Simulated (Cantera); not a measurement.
Feed: 1 mol KCl, 0.59 mol H2, equilibrated at 0.0100 bar.

These are equilibrium values from Cantera (NASA tables, ideal gas, pure condensed phases), not measurements of a reactor. Candidate condensed phases: K, KCl; 10 gas species. Kinetics and transport are ignored.

x: gas mole fraction; nothing condenses.

| T (K) | x KCl | x H2 | x K | x HCl | x H | x K2Cl2 |
|---|---|---|---|---|---|---|
| 1473 | 0.609 | 0.372 | 0.00421 | 0.00421 | 7.72e-5 | 0.0103 |
| 1573 | 0.614 | 0.367 | 0.00727 | 0.00727 | 0.000246 | 0.00410 |
| 1673 | 0.611 | 0.363 | (withheld) | (withheld) | (withheld) | (withheld) |
| 1773 | 0.604 | 0.358 | (withheld) | (withheld) | (withheld) | (withheld) |
| 1873 | 0.593 | 0.351 | 0.0257 | 0.0255 | 0.00382 | 0.000430 |
| 1973 | 0.579 | 0.341 | 0.0357 | 0.0351 | 0.00788 | 0.000230 |
| 2073 | 0.561 | 0.329 | 0.0478 | 0.0462 | 0.0151 | 0.000128 |

Fill in the missing entries.


- 1673, x K: 0.0117
- 1673, x HCl: 0.0117
- 1673, x H: 0.000686
- 1673, x K2Cl2: 0.00179
- 1773, x K: 0.0178
- 1773, x HCl: 0.0177
- 1773, x H: 0.00170
- 1773, x K2Cl2: 0.000849
